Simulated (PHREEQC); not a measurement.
Solution (25 °C): 0.026 mol/kgw H3PO4 and 0.25 mol/kgw Na2CO3. Closed to the air; pH follows from the charge balance.

All values are PHREEQC results (ion-association model, phreeqc.dat), not measurements.

This is a speciation only: nothing precipitates in the calculation.

What pH, activity of water does the model give?

pH 10.05; activity of water 0.989.

In which forms is P present?

HPO4-2 82 %, NaHPO4- 14 %, PO4-3 4.1 % of the P.

Complexes and solids missing from the database can't appear.
